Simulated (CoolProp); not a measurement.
Computed with CoolProp (reference Helmholtz-energy equation of state, Span 2000).

For nitrogen, give the phase and the Z, cv (kJ/(kg K)), speed of sound (m/s), isothermal compressibility (1/MPa) at -124.75 °C and 42.4 bar; -124.75 °C and 170 bar.


- -124.75 °C and 42.4 bar: supercritical; Z 0.707, cv 0.864, speed of sound 224, isothermal compressibility 0.348
- -124.75 °C and 170 bar: supercritical; Z 0.711, cv 0.895, speed of sound 490, isothermal compressibility 0.0182
